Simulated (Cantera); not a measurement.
**Ignition delay**

Mixture: CH4 : CO : O2 : N2 = 1 : 0.46 : 3.98 : 15 (molar parts), at 101000 Pa, adiabatic and at constant volume. Ignition delay is the time to a rise of 400 K.

Cantera simulation using GRI-Mech 3.0 (53 species, 325 reactions); the numbers are that mechanism's predictions, not measurements.

```csv
T0 (K),delay (ms)
1025,653
1125,112
1225,23.7
1325,6.05
1425,1.87
1525,0.707
1625,0.317
```

```json
{
  "apparent activation energy between 1425 and 1625 K": "170 kJ/mol"
}
```
